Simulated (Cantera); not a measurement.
# Adiabatic ignition

An adiabatic, constant-volume homogeneous reactor starts with 17.4 % H₂, 7.92 % O₂, 71.2 % N₂, 3.48 % H₂O, equivalence ratio 1.1, at 1300 K and 500000 Pa.

Detailed kinetics in Cantera: the H2/O2 subset of GRI-Mech 3.0, which has no nitrogen chemistry. The hydrogen kinetics of GRI-Mech 3.0 are dated; newer H2 mechanisms differ, most at raised pressure.

| t (s) | T (K) | P (bar) | x H₂ | x O₂ | x H₂O | x OH | x O |
|---|---|---|---|---|---|---|---|
| 1.00e-6 | 1300 | 5.00 | 0.174 | 0.0792 | 0.0348 | 2.83e-9 | 4.27e-9 |
| 2.39e-6 | 1300 | 5.00 | 0.174 | 0.0792 | 0.0348 | 1.57e-8 | 2.40e-8 |
| 5.72e-6 | 1300 | 5.00 | 0.174 | 0.0792 | 0.0348 | 3.85e-7 | 5.85e-7 |
| 1.37e-5 | 1627 | 6.15 | 0.0938 | 0.0425 | 0.102 | 0.00500 | 0.00435 |
| 3.27e-5 | 2550 | 9.10 | 0.0233 | 0.00221 | 0.197 | 0.00619 | 0.000583 |
| 7.82e-5 | 2598 | 9.24 | 0.0205 | 0.00106 | 0.202 | 0.00434 | 0.000262 |
| 0.000187 | 2601 | 9.25 | 0.0203 | 0.000987 | 0.203 | 0.00420 | 0.000243 |
| 0.000447 | 2601 | 9.25 | 0.0203 | 0.000986 | 0.203 | 0.00420 | 0.000243 |
| 0.00107 | 2601 | 9.25 | 0.0203 | 0.000986 | 0.203 | 0.00420 | 0.000243 |
| 0.00256 | 2601 | 9.25 | 0.0203 | 0.000986 | 0.203 | 0.00420 | 0.000243 |
| 0.00612 | 2601 | 9.25 | 0.0203 | 0.000986 | 0.203 | 0.00420 | 0.000243 |
| 0.0146 | 2601 | 9.25 | 0.0203 | 0.000986 | 0.203 | 0.00420 | 0.000243 |
| 0.0350 | 2601 | 9.25 | 0.0203 | 0.000986 | 0.203 | 0.00420 | 0.000243 |
| 0.0836 | 2601 | 9.25 | 0.0203 | 0.000986 | 0.203 | 0.00420 | 0.000243 |
| 0.200 | 2601 | 9.25 | 0.0203 | 0.000986 | 0.203 | 0.00420 | 0.000243 |
x: mole fraction; the columns are a selection and need not sum to one.

- time of steepest temperature rise = 13.9 µs
- temperature at 0.200 s = 2601 K
- equilibrium temperature = 2601 K
- x(H₂) at 0.200 s = 0.0203 (gas-phase equilibrium 0.0203)
- x(O₂) at 0.200 s = 0.000986 (gas-phase equilibrium 0.000986)
- x(H₂O) at 0.200 s = 0.203 (gas-phase equilibrium 0.203)
